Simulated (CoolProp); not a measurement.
Vapour-liquid equilibrium of n-octane (1) + m-xylene (2) at 811 kPa; x and y are mole fractions of (1).

The numbers come from the multi-fluid Helmholtz-energy mixture model, Beckmüller 2019 and Zhou 2012; pair parameters Bell 2016 in CoolProp.

```csv
x,bubble temperature (K),y at the bubble point,dew temperature at overall composition x (K),liquid density (mol/L)
0.05,510.0,0.064,510.2,5.946
0.15,507.8,0.184,508.4,5.751
0.25,505.9,0.297,506.7,5.563
0.35,504.0,…,504.9,…
0.45,…,…,503.2,5.213
0.55,500.7,0.600,501.5,5.049
0.65,499.2,0.692,499.9,4.892
0.75,497.8,…,…,4.742
0.85,496.5,0.870,…,4.598
0.95,495.3,0.957,495.4,4.460
```

### Question
Fill in the missing entries.

### Answer

- 0.35, y at the bubble point: 0.403
- 0.35, liquid density (mol/L): 5.384
- 0.45, bubble temperature (K): 502.3
- 0.45, y at the bubble point: 0.503
- 0.75, y at the bubble point: 0.782
- 0.75, dew temperature at overall composition x (K): 498.3
- 0.85, dew temperature at overall composition x (K): 496.8

No azeotrope shows between x = 0.05 and 0.95.

The pair parameters rest on a limited set of measurements; away from them the model extrapolates.
